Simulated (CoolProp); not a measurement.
Saturation properties of isohexane (Tc = 224.6 °C, pc = 30.43 bar, ω = 0.280).

Values from CoolProp's reference Helmholtz-energy equation of state, Lemmon 2006. It is a short technical equation, of lower accuracy than the large ones.

```tsv
T (°C)	p (bar)	liquid density (kg/m³)	liquid cp (kJ/(kg K))	vapour Z	surface tension (mN/m)
72.85	1.490	602.4	2.478	0.9366	12.2
77.75	1.715	597.4	2.505	0.9301	11.7
82.55	1.960	592.4	2.532	0.9234	11.2
87.45	2.238	587.2	2.559	0.9160	10.8
92.25	2.538	582.0	2.587	0.9084	10.3
97.15	2.874	576.6	2.616	0.9002	9.87
101.95	3.236	571.3	2.644	0.8917	9.43
106.85	3.640	565.7	2.674	0.8825	8.98
111.65	4.071	560.1	2.705	0.8730	8.55
116.55	4.549	554.3	2.736	0.8628	8.11
121.35	5.058	548.5	2.768	0.8522	7.68
126.25	5.620	542.4	2.802	0.8409	7.24
131.05	6.215	536.2	2.836	0.8292	6.82
135.85	6.855	529.9	2.872	0.8170	6.41
140.75	7.559	523.3	2.911	0.8038	5.99
```

It boils at 60.2 °C under 1 atm.

Surface tension comes from a separate correlation (Mulero 2012).
